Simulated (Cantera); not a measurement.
Charge: 1 mol FeS2, 230 mol H2, 0.087 mol H2O, at 998.15 K and 61.0 mbar.

Equilibrium computed with Cantera from the NASA thermochemical tables; the gas is ideal and each condensed phase is pure. Candidate condensed phases: Fe, FeO, Fe(OH)2, Fe(OH)3, FeS, FeSO4, FeS2, Fe2O3, Fe2(SO4)3, Fe3O4, H2O, H2SO4, S; 22 gas species. FeS: taken at fixed stoichiometry. Equilibrium is a limit: real reactors are often held back by kinetics, nucleation or transport.

Base state: H2 0.995, H2S 0.00435, H2O 0.000378 (mole fractions); condensed: FeS(s).

Problem. What changes in the equilibrium state with this change: temperature from 998.15 K to 2000 K?

Solution. 
```json
[
 {"species": "H2", "before": "0.995", "after": "0.981"},
 {"species": "H", "before": "8.72e-9", "after": "0.00652"},
 {"species": "Fe", "before": "<1e-9", "after": "0.00430"},
 {"species": "S", "before": "<1e-9", "after": "0.000386"},
 {"species": "S2", "before": "1.63e-8", "after": "0.000900"},
 {"species": "FeS(s), mol", "before": "1.00", "after": "0"}
]
```
